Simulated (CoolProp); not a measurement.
Vapour-liquid equilibrium of propane (1) + neopentane (2) at 0.828 MPa; x and y are mole fractions of (1).

Computed with CoolProp (multi-fluid Helmholtz-energy mixture model, Lemmon 2009 and Lemmon 2006; pair parameters Bell 2016).

```json
[
 {"x": "0.05", "bubble temperature, mixture model (°C)": "82.0", "bubble temperature, Raoult's law (°C)": "78.4", "y, mixture model": "0.102", "y, Raoult's law": "0.184"},
 {"x": "0.2", "bubble temperature, mixture model (°C)": "(withheld)", "bubble temperature, Raoult's law (°C)": "62.0", "y, mixture model": "0.364", "y, Raoult's law": "0.532"},
 {"x": "0.35", "bubble temperature, mixture model (°C)": "62.7", "bubble temperature, Raoult's law (°C)": "49.8", "y, mixture model": "0.582", "y, Raoult's law": "0.722"},
 {"x": "0.5", "bubble temperature, mixture model (°C)": "52.1", "bubble temperature, Raoult's law (°C)": "40.4", "y, mixture model": "0.758", "y, Raoult's law": "0.835"},
 {"x": "0.65", "bubble temperature, mixture model (°C)": "41.1", "bubble temperature, Raoult's law (°C)": "32.8", "y, mixture model": "(withheld)", "y, Raoult's law": "0.908"},
 {"x": "0.8", "bubble temperature, mixture model (°C)": "(withheld)", "bubble temperature, Raoult's law (°C)": "26.5", "y, mixture model": "0.959", "y, Raoult's law": "0.957"},
 {"x": "0.95", "bubble temperature, mixture model (°C)": "21.9", "bubble temperature, Raoult's law (°C)": "21.2", "y, mixture model": "0.994", "y, Raoult's law": "0.991"}
]
```

### Question
What belongs in the gaps?

### Answer

- 0.2, bubble temperature, mixture model (°C): 72.4
- 0.65, y, mixture model: 0.884
- 0.8, bubble temperature, mixture model (°C): 30.5

The largest gap from Raoult's law is +12.9 K in bubble temperature, at x = 0.35. No azeotrope shows between x = 0.05 and 0.95.

The pair parameters rest on a limited set of measurements; away from them the model extrapolates.
